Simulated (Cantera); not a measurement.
Source: NASA polynomial tables (part measured, part estimated), evaluated in Cantera. Values are per mole of reaction as written; species without (g) are pure solids or liquids, kept so even where they would boil at 1 bar. TaC: taken at fixed stoichiometry.

6 CO(g) + 3 Ta2O5 = 7 O3(g) + 6 TaC

```json
[
 {"T (K)": "300", "ΔH° (kJ)": "6929.0", "ΔS° (J/K)": "311.4", "ΔG° (kJ)": "6835.6", "log10 K": "-1190.16"},
 {"T (K)": "375", "ΔH° (kJ)": "6923.4", "ΔS° (J/K)": "294.6", "ΔG° (kJ)": "6812.9", "log10 K": "-948.97"},
 {"T (K)": "575", "ΔH° (kJ)": "?", "ΔS° (J/K)": "?", "ΔG° (kJ)": "?", "log10 K": "?"},
 {"T (K)": "775", "ΔH° (kJ)": "6904.0", "ΔS° (J/K)": "258.4", "ΔG° (kJ)": "6703.8", "log10 K": "-451.82"},
 {"T (K)": "975", "ΔH° (kJ)": "6894.5", "ΔS° (J/K)": "247.5", "ΔG° (kJ)": "6653.2", "log10 K": "-356.43"},
 {"T (K)": "1175", "ΔH° (kJ)": "6883.8", "ΔS° (J/K)": "237.5", "ΔG° (kJ)": "6604.7", "log10 K": "-293.61"},
 {"T (K)": "1375", "ΔH° (kJ)": "?", "ΔS° (J/K)": "?", "ΔG° (kJ)": "?", "log10 K": "?"},
 {"T (K)": "1575", "ΔH° (kJ)": "6863.0", "ΔS° (J/K)": "222.1", "ΔG° (kJ)": "6513.1", "log10 K": "-216.00"},
 {"T (K)": "1775", "ΔH° (kJ)": "6857.8", "ΔS° (J/K)": "219.0", "ΔG° (kJ)": "6469.1", "log10 K": "-190.37"},
 {"T (K)": "1975", "ΔH° (kJ)": "6858.3", "ΔS° (J/K)": "219.2", "ΔG° (kJ)": "6425.3", "log10 K": "-169.93"}
]
```

### Question
Fill in the missing entries.

### Answer

- 575, ΔH° (kJ): 6912.7
- 575, ΔS° (J/K): 271.3
- 575, ΔG° (kJ): 6756.7
- 575, log10 K: -613.78
- 1375, ΔH° (kJ): 6872.4
- 1375, ΔS° (J/K): 228.5
- 1375, ΔG° (kJ): 6558.1
- 1375, log10 K: -249.13
